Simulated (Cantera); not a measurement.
What does this Cantera script print?

```python
import numpy as np
import cantera as ct

gas_names = """
    O2 PbO TaO2 CO2
""".split()
cond_names = """
    Ta(cr) Ta(L) Ta2O5(s) Ta2O5(L) V(cr) V(L) V2O5(s) V2O5(L) Pb(cr) Pb(L) Ti(a) Ti(b) Ti(L) Ti3O5(a)
    Ti3O5(b) Ti3O5(L) C(gr)
""".split()


# ... load() reads the species with a 1 bar reference pressure and builds the phases ...
species = {s.name: s for s in load("nasa_gas.yaml", gas_names) + load("nasa_condensed.yaml", cond_names)}
# Each term lists the table entries of one substance; the one whose range holds T is used.
reactions = {
    '0.8 Ta + O2(g) = 0.4 Ta2O5':
        [(-0.8, ['Ta(cr)', 'Ta(L)']), (-1, ['O2']), (0.4, ['Ta2O5(s)', 'Ta2O5(L)'])],
    '0.8 V + O2(g) = 0.4 V2O5':
        [(-0.8, ['V(cr)', 'V(L)']), (-1, ['O2']), (0.4, ['V2O5(s)', 'V2O5(L)'])],
    '2 Pb + O2(g) = 2 PbO(g)':
        [(-2, ['Pb(cr)', 'Pb(L)']), (-1, ['O2']), (2, ['PbO'])],
    '1.2 Ti + O2(g) = 0.4 Ti3O5':
        [(-1.2, ['Ti(a)', 'Ti(b)', 'Ti(L)']), (-1, ['O2']), (0.4, ['Ti3O5(a)', 'Ti3O5(b)', 'Ti3O5(L)'])],
    'Ta + O2(g) = TaO2(g)':
        [(-1, ['Ta(cr)', 'Ta(L)']), (-1, ['O2']), (1, ['TaO2'])],
    'C + O2(g) = CO2(g)':
        [(-1, ['C(gr)']), (-1, ['O2']), (1, ['CO2'])],
}


def pick(names, T):
    return next(species[n] for n in names if species[n].thermo.min_temp <= T <= species[n].thermo.max_temp)


results = []
for label, terms in reactions.items():
    print(label)
    print("     T/K   dH/kJ  dS/(J/K)   dG/kJ   log10 K")
    for T in [300, 1975, 2025, 2075, 2125, 2175, 2225, 2275, 2325, 2375, 2425]:
        used = [(nu, pick(names, T)) for nu, names in terms]
        dH = sum(nu * s.thermo.h(T) for nu, s in used) / 1e6
        dS = sum(nu * s.thermo.s(T) for nu, s in used) / 1e3
        dG = dH - T * dS / 1e3
        logK = -dG * 1e6 / (ct.gas_constant * T * np.log(10))
        results.append((label, T, dH, dS, dG, logK, [s.name for _, s in used]))
        print(f"{T:8g} {dH:8.1f} {dS:8.1f} {dG:8.1f} {logK:8.2f}")
```

It prints:

```
0.8 Ta + O2(g) = 0.4 Ta2O5
     T/K   dH/kJ  dS/(J/K)   dG/kJ   log10 K
     300   -818.4   -181.0   -764.1   133.04
    1975   -793.7   -156.5   -484.6    12.82
    2025   -792.9   -156.1   -476.8    12.30
    2075   -743.7   -132.2   -469.4    11.82
    2125   -742.0   -131.4   -462.8    11.38
    2175   -740.4   -130.6   -456.3    10.96
    2225   -738.7   -129.9   -449.7    10.56
    2275   -737.1   -129.1   -443.3    10.18
    2325   -735.5   -128.4   -436.8     9.81
    2375   -733.9   -127.8   -430.4     9.47
    2425   -732.3   -127.1   -424.1     9.13
0.8 V + O2(g) = 0.4 V2O5
     T/K   dH/kJ  dS/(J/K)   dG/kJ   log10 K
     300   -620.2   -176.0   -567.4    98.80
    1975   -573.9   -126.2   -324.7     8.59
    2025   -573.6   -126.0   -318.4     8.21
    2075   -573.4   -125.9   -312.1     7.86
    2125   -573.2   -125.8   -305.8     7.52
    2175   -573.0   -125.7   -299.5     7.19
    2225   -591.2   -134.1   -292.9     6.88
    2275   -591.1   -134.0   -286.2     6.57
    2325   -591.1   -134.0   -279.5     6.28
    2375   -591.1   -134.0   -272.8     6.00
    2425   -591.0   -134.0   -266.1     5.73
2 Pb + O2(g) = 2 PbO(g)
     T/K   dH/kJ  dS/(J/K)   dG/kJ   log10 K
     300    140.6    145.2     97.0   -16.89
    1975     99.1     93.5    -85.5     2.26
    2025     98.1     93.0    -90.2     2.33
    2075     97.1     92.5    -94.8     2.39
    2125     96.1     92.0    -99.4     2.44
    2175     95.2     91.6   -104.0     2.50
    2225     94.1     91.1   -108.6     2.55
    2275     93.1     90.7   -113.1     2.60
    2325     92.1     90.2   -117.7     2.64
    2375     91.1     89.8   -122.2     2.69
    2425     90.0     89.3   -126.6     2.73
1.2 Ti + O2(g) = 0.4 Ti3O5
     T/K   dH/kJ  dS/(J/K)   dG/kJ   log10 K
     300   -983.7   -190.3   -926.6   161.33
    1975   -979.0   -170.3   -642.7    17.00
    2025   -978.5   -170.0   -634.2    16.36
    2075   -909.3   -136.3   -626.5    15.77
    2125   -908.7   -136.0   -619.7    15.23
    2175   -908.0   -135.7   -612.9    14.72
    2225   -907.4   -135.4   -606.2    14.23
    2275   -906.8   -135.1   -599.4    13.76
    2325   -906.2   -134.8   -592.7    13.31
    2375   -905.6   -134.6   -585.9    12.89
    2425   -904.9   -134.3   -579.2    12.48
Ta + O2(g) = TaO2(g)
     T/K   dH/kJ  dS/(J/K)   dG/kJ   log10 K
     300   -200.9     33.6   -210.9    36.73
    1975   -214.6     18.6   -251.3     6.65
    2025   -215.1     18.3   -252.3     6.51
    2075   -215.7     18.0   -253.2     6.37
    2125   -216.3     17.8   -254.1     6.25
    2175   -216.9     17.5   -254.9     6.12
    2225   -217.5     17.2   -255.8     6.01
    2275   -218.2     16.9   -256.7     5.89
    2325   -218.8     16.6   -257.5     5.79
    2375   -219.5     16.3   -258.3     5.68
    2425   -220.2     16.1   -259.1     5.58
C + O2(g) = CO2(g)
     T/K   dH/kJ  dS/(J/K)   dG/kJ   log10 K
     300   -393.5      2.9   -394.4    68.67
    1975   -396.8     -0.2   -396.3    10.48
    2025   -396.9     -0.3   -396.3    10.22
    2075   -397.0     -0.4   -396.3     9.97
    2125   -397.2     -0.4   -396.2     9.74
    2175   -397.3     -0.5   -396.2     9.52
    2225   -397.4     -0.6   -396.2     9.30
    2275   -397.6     -0.6   -396.2     9.10
    2325   -397.7     -0.7   -396.1     8.90
    2375   -397.9     -0.8   -396.1     8.71
    2425   -398.0     -0.8   -396.0     8.53
```

Source: NASA polynomial tables (part measured, part estimated), evaluated in Cantera. Condensed species are held in their standard states even where they would react or evaporate.
